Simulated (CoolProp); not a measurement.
Vapour-liquid equilibrium of R22 (1) + acetone (2) at -6.15 °C; x and y are mole fractions of (1).

The numbers come from the multi-fluid Helmholtz-energy mixture model, Kamei 1995 and Lemmon 2006; pair parameters Bell 2016 in CoolProp.

Task: Give the bubble pressure and the first vapour's composition at x = 0.05, 0.575, 0.65. Is there an azeotrope?

Result: x = 0.05: 24.00 kPa, y = 0.732; x = 0.575: 160.3 kPa, y = 0.982; x = 0.65: 197.5 kPa, y = 0.989. No azeotrope shows between x = 0.05 and 0.95.

The pair parameters rest on a limited set of measurements; away from them the model extrapolates.
